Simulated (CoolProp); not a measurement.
A simple Rankine cycle with cyclohexane: condensing at 322.15 K, boiler at 3.41 MPa, turbine inlet 554.4 K, turbine efficiency 0.85, pump efficiency 0.8, no recuperator. Each further row changes one setting.

Computed with CoolProp (reference Helmholtz-energy equation of state, Zhou 2014).

```csv
case,thermal efficiency (%),net work (kJ/kg),heat in (kJ/kg),turbine exit temperature (K),volume ratio over the turbine
as stated,21.7,(withheld),753,446.1,129
turbine inlet 574.4 K,21.4,175,817,471.4,117
condensing temperature 314.15 K,22.7,174,769,440.4,174
boiler pressure 2.39 MPa,(withheld),162,(withheld),463.6,(withheld)
turbine efficiency 0.75,19.1,(withheld),753,455.8,(withheld)
```

**Question.** Complete the blanks.

**Answer.** 
- as stated, net work (kJ/kg): 163
- boiler pressure 2.39 MPa, thermal efficiency (%): 20.5
- boiler pressure 2.39 MPa, heat in (kJ/kg): 787
- boiler pressure 2.39 MPa, volume ratio over the turbine: 74.8
- turbine efficiency 0.75, net work (kJ/kg): 144
- turbine efficiency 0.75, volume ratio over the turbine: 132
